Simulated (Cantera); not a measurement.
Cantera run:

```python
import numpy as np
import cantera as ct

gas_names = """
    B BCL BCL2 BCL3 BH BH2 BH3 BN B2 CL CL2 H HCL H2 N NH NH2 NH3 N2 N2H2 N2H4
""".split()
cond_names = """
    B(b) B(L) BN(s) NH4CL(a) NH4CL(b)
""".split()


# ... load() reads the species with a 1 bar reference pressure and builds the phases ...
atoms = {
    'BN': {'B': 1, 'N': 1},
    'HCl': {'H': 1, 'CL': 1},
    'N2': {'N': 2},
}
top_T = {'BN(s)': 3200}  # K; cautious upper limits of use, not melting points


# ... equilibrate(T, P, feed) seeds the gas with the atoms and calls Mixture.equilibrate('TP', solver="vcs", rtol=1e-11, max_steps=5000) ...
results = []
feed = {'BN': 1, 'HCl': 47, 'N2': 5.6}  # mol
P = 1333.22  # Pa
for T in [750, 775, 800, 825, 850, 875, 900, 925, 950, 975, 1000, 1025, 1050, 1075]:
    mix = equilibrate(T, P, feed)
    results.append((T, P, feed, dict(zip(mix.species_names, mix.species_moles))))

top = {s: max(r[3][s] / sum(r[3][g] for g in gas_names) for r in results) for s in gas_names}
cols = sorted((s for s in top if top[s] > 1e-05), key=lambda s: -top[s])[:6]
seen = [c for c in cond_names if any(r[3].get(c, 0) > 1e-12 for r in results)]
print("log10 of partial pressures in bar; condensed amounts in mol")
print(f"{'T/K':>10s}" + "".join(f"{s[:9]:>10s}" for s in cols + seen))
for T, P, feed, n in results:
    ng = sum(n[g] for g in gas_names)
    print(f"{T:10.4g}" + "".join(f"{np.log10(max(n[s] / ng * P / 1e5, 1e-99)):10.3f}" for s in cols)
          + "".join(f"{n.get(c, 0):10.4g}" for c in seen))
```

Result:

```
log10 of partial pressures in bar; condensed amounts in mol
       T/K       HCL        N2        H2      BCL3     BN(s)
       750    -1.925    -2.847    -4.930    -5.106    0.9691
       775    -1.925    -2.846    -4.813    -4.989    0.9596
       800    -1.925    -2.846    -4.704    -4.880     0.948
       825    -1.926    -2.845    -4.602    -4.778    0.9342
       850    -1.926    -2.845    -4.505    -4.681    0.9178
       875    -1.927    -2.844    -4.414    -4.590    0.8987
       900    -1.927    -2.843    -4.328    -4.504    0.8765
       925    -1.928    -2.842    -4.247    -4.423    0.8512
       950    -1.929    -2.841    -4.171    -4.347    0.8225
       975    -1.930    -2.840    -4.098    -4.274    0.7902
      1000    -1.931    -2.838    -4.029    -4.205    0.7542
      1025    -1.932    -2.837    -3.964    -4.140    0.7144
      1050    -1.933    -2.835    -3.902    -4.078    0.6707
      1075    -1.935    -2.834    -3.844    -4.020     0.623
```

Equilibrium computed with Cantera from the NASA thermochemical tables; the gas is ideal and each condensed phase is pure. Gases not in the tables: BHCl2.
